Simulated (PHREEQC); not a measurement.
Make-up at 20 °C: 0.11 mol NH4Br and 0.002 mol NH4HF2 per kg of water. Closed to the air; pH follows from the charge balance.

All values are PHREEQC results (ion-association model, phreeqc.dat), not measurements.

No solid was allowed to form.

Task: Order these F species by the share of F that they hold, largest first: F-, HF2-, HF.

Result: F- (65 %), HF (34 %), HF2- (0.65 %)

The pH is 3.29 and the ionic strength 0.113 mol/kgw.
